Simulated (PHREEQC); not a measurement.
Dissolve 0.008 mol CdCl2, 0.023 mol CuCl2, 0.0017 mol H2SO4 and 0.115 mol NaCl per kg of water at 35 °C. Closed to the air; pH follows from the charge balance.

Equilibrium calculation in PHREEQC: ion-association model, phreeqc.dat.

This is a speciation only: nothing precipitates in the calculation.

Q: Estimate the pH, density.

A: pH 2.58; density 1.003 g/cm³.

Q: In which forms is Cu present?

A: Cu+2 79 %, CuCl+ 18 %, CuSO4 1.6 %, CuCl2 0.9 % of the Cu.
